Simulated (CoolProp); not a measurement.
500 sccm (0 °C, 1 atm) of nitrogen bubbles through liquid isohexane at 274.5 K and leaves saturated at a total pressure of 0.112 MPa (ideal gas phase). Each further row changes one setting.

Values from CoolProp's reference Helmholtz-energy equation of state, Lemmon 2006. It is a short technical equation, of lower accuracy than the large ones.

```json
[
 {"case": "as stated", "vapour pressure (kPa)": "9.59", "mole fraction of vapour": "0.0857", "delivery (mg/min)": "180", "delivery (sccm)": "46.8", "change of delivery for a bath 1 K warmer (%)": "5.6"},
 {"case": "bath temperature 279.5 K", "vapour pressure (kPa)": "12.3", "mole fraction of vapour": "0.110", "delivery (mg/min)": "237", "delivery (sccm)": "61.5", "change of delivery for a bath 1 K warmer (%)": "5.6"},
 {"case": "total pressure 0.224 MPa", "vapour pressure (kPa)": "9.59", "mole fraction of vapour": "0.0428", "delivery (mg/min)": "86.0", "delivery (sccm)": "22.4", "change of delivery for a bath 1 K warmer (%)": "5.4"}
]
```
